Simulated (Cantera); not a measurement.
Charge: 1 mol TiO₂, 1 mol HCl, 6.7 mol O₂, at 752 °C and 210 Pa.

Cantera equilibrium calculation (NASA polynomials, part measured and part estimated; ideal gas, pure solids and liquids). Candidate condensed phases: H₂O, Ti, TiCl₂, TiCl₃, TiCl₄, TiO, TiO₂, Ti₂O₃, Ti₃O₅, Ti₄O₇; 23 gas species. Condensed phases not in the tables: TiOCl. Kinetics and transport are ignored.

Base state: O₂ 0.869, HCl 0.106, H₂O 0.0121, Cl₂ 0.0114, Cl 0.00130 (mole fractions); condensed: TiO₂(rutile).

**Question.** What changes in the equilibrium state with this change: pressure from 210 Pa to 13300 Pa?

**Answer.** 
```
species             before     after
-----------------  -------  --------
O₂                   0.869     0.868
HCl                  0.106    0.0810
H₂O                 0.0121    0.0253
Cl₂                 0.0114    0.0251
Cl                 0.00130  0.000243
TiO₂(rutile), mol     1.00      1.00
```

**Question.** What changes in the equilibrium state with this change: temperature from 752 °C to 1327 °C?

**Answer.** 
| species | before | after |
|---|---|---|
| O₂ | 0.869 | 0.849 |
| HCl | 0.106 | 0.0847 |
| Cl | 0.00130 | 0.0431 |
| Cl₂ | 0.0114 | 0.000323 |
| H₂O | 0.0121 | 0.0216 |
| O | 6.71e-9 | 0.000292 |
| OH | 4.29e-7 | 0.000545 |
| TiO₂(rutile), mol | 1.00 | 1.00 |
